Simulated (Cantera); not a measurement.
Input: 1 mol SiH2Cl2, 0.56 mol HCl, 22 mol N2, equilibrated at 1773.15 K and 0.570 bar.

Cantera equilibrium calculation (NASA polynomials, part measured and part estimated; ideal gas, pure solids and liquids). Candidate condensed phases: NH4Cl, Si, Si3N4; 28 gas species. The tables' values for SiCl3 are old estimates; treat these amounts as uncertain. Rates play no part.

Task: What is the equilibrium state?

Result: 
| Quantity | Result |
|---|---|
| x(N2) | 0.896 |
| x(HCl) | 0.0552 |
| x(H2) | 0.0252 |
| x(SiCl2) | 0.0193 |
| x(SiCl3) | 0.00288 |
| x(SiCl4) | 0.000732 |
| x(Cl) | 0.000101 |
| x(SiHCl3) | 7.84e-5 |
| x(H) | 5.99e-5 |
| n(Si3N4(s)) | 0.148 mol |
| gas amount | 24.21 mol |
| log10 activity of Si(l) (absent) | -1.30 |
